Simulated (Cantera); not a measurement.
Feed: 1 mol Si, 3.7 mol F2, 0.22 mol H2, at 1573 K and 1.80 Pa.

Equilibrium computed with Cantera from the NASA thermochemical tables; the gas is ideal and each condensed phase is pure. Candidate condensed phases: Si; 25 gas species. Kinetics and transport are ignored.

What is the equilibrium state?


| Item | Value |
|---|---|
| x(F) | 0.673 |
| x(SiF4) | 0.227 |
| x(HF) | 0.100 |
| gas amount | 4.400 mol |
| log10 activity of Si(s) (absent) | -29.56 |
